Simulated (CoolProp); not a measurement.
R1132(E) along the isobar 65 bar: Z from the reference equation and from simpler models built on Tc = 348.8 K, pc = 51.74 bar, ω = 0.245; each cubic takes its own stable root.

The numbers come from the reference Helmholtz-energy equation of state, Akasaka 2024 in CoolProp.

```csv
T (K),phase,reference,van der Waals,Soave-Redlich-Kwong,Peng-Robinson
270.2,liquid,0.1797,…,…,0.1760
281.8,liquid,0.1780,…,0.1985,0.1756
293.3,liquid,0.1773,0.2838,0.1995,0.1765
304.8,liquid,0.1779,0.2835,0.2024,…
316.4,liquid,0.1802,0.2853,0.2080,0.1846
327.9,liquid,0.1850,0.2901,0.2177,0.1937
339.4,liquid,0.1945,0.2995,0.2350,0.2103
351,supercritical,0.2174,0.3178,0.2724,…
362.5,supercritical,0.3563,0.3603,0.4063,0.3812
374,supercritical,0.5260,0.4756,0.5545,…
385.6,supercritical,0.6132,0.5723,…,0.6053
```

Task: What belongs in the gaps?

Result: 
- 270.2, van der Waals: 0.2893
- 270.2, Soave-Redlich-Kwong: 0.1990
- 281.8, van der Waals: 0.2858
- 304.8, Peng-Robinson: 0.1793
- 351, Peng-Robinson: 0.2471
- 374, Peng-Robinson: 0.5244
- 385.6, Soave-Redlich-Kwong: 0.6364
